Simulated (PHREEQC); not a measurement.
Consider water at 25 °C with 0.0014 mol/kgw Na2S. Closed to the air; pH follows from the charge balance.

Computed with PHREEQC (ion-association model, wateq4f.dat).

```
quantity                   before    after
------------------------  -------  -------
pH                          11.11    10.39
ionic strength (mol/kgw)  0.00282  0.00282
```

Task: What was changed between the two runs?
A. temperature from 25 to 50 °C
B. Na2S replaced by NaAlO2 at the same molality
C. diluted 10-fold with water
D. temperature from 25 to 15 °C
E. temperature from 25 to 85 °C

Result: A, temperature from 25 to 50 °C

This is a speciation only: nothing precipitates in the calculation. Away from 25 °C the constants follow the database's enthalpies or fits; those with neither stay at their 25 °C values.
